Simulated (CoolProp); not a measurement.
200 sccm (0 °C, 1 atm) of nitrogen bubbles through liquid octamethyltrisiloxane (MDM) at 337.7 K and leaves saturated at a total pressure of 0.0409 MPa (ideal gas phase). Each further row changes one setting.

Computed with CoolProp (reference Helmholtz-energy equation of state, Thol 2017).

```tsv
case	vapour pressure (kPa)	mole fraction of vapour	delivery (mg/min)	delivery (sccm)	change of delivery for a bath 1 K warmer (%)
as stated	4.54	0.111	264	25.0	5.5
bath temperature 342.7 K	5.74	0.140	344	32.6	5.5
total pressure 0.0818 MPa	4.54	0.0556	124	11.8	5.1
```
